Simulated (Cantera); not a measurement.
Standard-state values (1 bar) from the NASA 1993 polynomials, evaluated with Cantera. Values are per mole of reaction as written; species without (g) are pure solids or liquids, kept so even where they would boil at 1 bar.

Task: Between 1148 and 1648 K, where is each reaction favourable under standard conditions?
- 2 TiO(g) + Ti4O7 ⇌ 3 Ti2O3
- 3 NO(g) + 2 Ti ⇌ Ti2O3 + 3 N(g)

Result: 
- 2 TiO(g) + Ti4O7 ⇌ 3 Ti2O3: ΔG° is -811 kJ at 1148 K and -643 kJ at 1648 K; it stays negative (K > 1). ΔH° is -1176 kJ and ΔS° -324 J/K at 1648 K.
- 3 NO(g) + 2 Ti ⇌ Ti2O3 + 3 N(g): ΔG° is -227 kJ at 1148 K and -178 kJ at 1648 K; it stays negative (K > 1). ΔH° is -326 kJ and ΔS° -90 J/K at 1648 K.
